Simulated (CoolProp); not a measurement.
R113 along the isobar 2460 kPa: fugacity coefficient from the reference equation and from simpler models built on Tc = 214.1 °C, pc = 3392 kPa, ω = 0.253; each cubic takes its own stable root.

Values from CoolProp's reference Helmholtz-energy equation of state, Marx 1992.

| T (°C) | phase | reference |
|---|---|---|
| 8.85 | liquid | 0.01029 |
| 30.65 | liquid | 0.02475 |
| 52.45 | liquid | 0.05142 |
| 74.25 | liquid | 0.09505 |
| 96.05 | liquid | 0.1598 |
| 117.85 | liquid | 0.2484 |
| 139.65 | liquid | 0.3615 |
| 161.45 | liquid | 0.4973 |
| 183.25 | liquid | 0.6504 |
| 205.05 | gas | 0.7449 |
| 226.85 | gas | 0.7825 |

Question: How far does each simpler model (van der Waals, Redlich-Kwong, Peng-Robinson) lie from the reference over these 11 states: mean and median of the absolute difference, and the worst?

Answer: 
- van der Waals: mean 214.4 %, median 88.2 %, worst +945.7 % at 8.85 °C and 2460 kPa
- Redlich-Kwong: mean 37.3 %, median 27.5 %, worst +108.1 % at 8.85 °C and 2460 kPa
- Peng-Robinson: mean 1.5 %, median 1.3 %, worst -2.7 % at 205.05 °C and 2460 kPa

At some of these states van der Waals gives the other phase, because its saturation line lies elsewhere.
